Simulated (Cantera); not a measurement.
**Thermodynamics of abatement and gas-phase synthesis, feed H2O + SO2 + N2**

Feed: 1 mol H2O, 0.15 mol SO2, 0.7 mol N2, equilibrated at 2050 °C and 100000 Pa.

Cantera equilibrium calculation (NASA polynomials, part measured and part estimated; ideal gas, pure solids and liquids). Candidate condensed phases: H2O, H2SO4, S; 35 gas species. Kinetics and transport are ignored.

```yaml
x(H2O): 0.514
x(N2): 0.373
x(SO2): 0.0782
x(H2): 0.0156
x(OH): 0.00745
x(O2): 0.00605
x(NO): 0.00192
x(SO): 0.00186
x(H): 0.00136
gas_amount: 1.872 mol
log10 activity of S(l) (absent): -4.93
```
